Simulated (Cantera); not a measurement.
Charge: 1 mol Si, 1.4 mol Cl2, 4.3 mol H2, held at 1375 K and 1.40 bar.

Cantera equilibrium calculation (NASA polynomials, part measured and part estimated; ideal gas, pure solids and liquids). Candidate condensed phases: Si; 19 gas species. The tables' values for SiCl3 are old estimates; treat these amounts as uncertain. Kinetics and transport are ignored.

Base state: H2 0.772, HCl 0.0853, SiCl4 0.0596, SiHCl3 0.0344, SiCl2 0.0272, SiCl3 0.0188, SiH2Cl2 0.00294, SiH3Cl 7.19e-5 (mole fractions); condensed: Si(s).

Question: What changes in the equilibrium state with this change: Cl2 from 1.4 to 1.1 mol?

Answer: 
```csv
species,before,after
H2,0.772,0.805
HCl,0.0853,0.0810
SiCl4,0.0596,0.0445
SiHCl3,0.0344,0.0282
SiCl3,0.0188,0.0151
SiCl2,0.0272,0.0235
SiH2Cl2,0.00294,0.00265
SiH3Cl,7.19e-5,7.12e-5
"Si(s), mol",0.264,0.432
```
